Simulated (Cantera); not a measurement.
A perfectly stirred reactor is fed with H₂ : O₂ : N₂ = 1.6 : 0.806 : 3.03 (molar parts), equivalence ratio 0.99, at 12800 Torr; it is adiabatic with a 525 K inlet, and is followed from long to short residence time, starting on the burning branch (τ in s: 0.036, 0.021, 0.012, 0.0069, 0.004, 0.0023, 0.0013, 0.00076, 0.00044, 0.00025, 0.00015, 8.4e-05, 4.8e-05).

Model: the H2/O2 subset of GRI-Mech 3.0, which has no nitrogen chemistry, integrated in Cantera. The hydrogen kinetics of GRI-Mech 3.0 are dated; newer H2 mechanisms differ, most at raised pressure. The pressure lies above the range GRI-Mech 3.0 was tuned for (to about 10 atm).

### Question
Predict: blow-out, bracketed by the residence times tried; x(H₂) at τ = 36.0 ms; x(O₂) at τ = 36.0 ms; x(H) at τ = 36.0 ms; x(H₂O₂) at τ = 36.0 ms; x(OH) at τ = 36.0 ms; x(H₂) at τ = 1.30 ms; x(O₂) at τ = 1.30 ms; x(H) at τ = 1.30 ms; x(H₂O₂) at τ = 1.30 ms; x(OH) at τ = 1.30 ms.

### Answer
```json
{
  "blow_out_bracketed_by_the_residence_times_tried": "burning at 48.0 µs, the shortest tried",
  "x(H₂) at τ = 36.0 ms": "0.0105",
  "x(O₂) at τ = 36.0 ms": "0.00492",
  "x(H) at τ = 36.0 ms": "0.000940",
  "x(H₂O₂) at τ = 36.0 ms": "8.12e-7",
  "x(OH) at τ = 36.0 ms": "0.00670",
  "x(H₂) at τ = 1.30 ms": "0.0114",
  "x(O₂) at τ = 1.30 ms": "0.00530",
  "x(H) at τ = 1.30 ms": "0.00106",
  "x(H₂O₂) at τ = 1.30 ms": "8.71e-7",
  "x(OH) at τ = 1.30 ms": "0.00695"
}
```
